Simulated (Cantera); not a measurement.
# Calcination and drying: MgCO₃ + C + O₂

Charge: 1 mol MgCO₃, 0.02 mol C, 1.9 mol O₂, held at 7.50 Torr.

Cantera equilibrium calculation (NASA polynomials, part measured and part estimated; ideal gas, pure solids and liquids). Candidate condensed phases: C, Mg, MgCO₃, MgO; 15 gas species. Kinetics and transport are ignored.

From 1350 K to 1950 K the condensed part is MgO(s).

```tsv
T (K)	x O₂	x CO₂	x CO	x O	x Mg	x MgO	x O₃	n MgO(s)
1350	0.648	0.352	1.75e-6	3.40e-6	<1e-12	<1e-12	4.52e-11	1.00
1400	0.648	0.352	4.28e-6	7.62e-6	<1e-12	<1e-12	7.14e-11	1.00
1450	0.648	0.352	9.84e-6	1.62e-5	<1e-12	<1e-12	1.09e-10	1.00
1500	0.648	0.352	2.14e-5	3.26e-5	2.36e-12	4.00e-12	1.63e-10	1.00
1550	0.648	0.352	4.41e-5	6.30e-5	1.57e-11	2.19e-11	2.37e-10	1.00
1600	0.648	0.352	8.71e-5	0.000117	9.32e-11	1.08e-10	3.36e-10	1.00
1650	0.648	0.351	0.000165	0.000208	4.94e-10	4.82e-10	4.68e-10	1.00
1700	0.648	0.351	0.000300	0.000360	2.37e-9	1.97e-9	6.39e-10	1.00
1750	0.648	0.351	0.000527	0.000602	1.04e-8	7.42e-9	8.57e-10	1.00
1800	0.648	0.350	0.000896	0.000979	4.20e-8	2.60e-8	1.13e-9	1.00
1850	0.647	0.350	0.00148	0.00155	1.57e-7	8.48e-8	1.47e-9	1.000
1900	0.647	0.349	0.00238	0.00240	5.45e-7	2.60e-7	1.89e-9	1.000
1950	0.646	0.347	0.00372	0.00363	1.78e-6	7.53e-7	2.40e-9	1.000
```
x: gas mole fraction; n: condensed amount in mol.
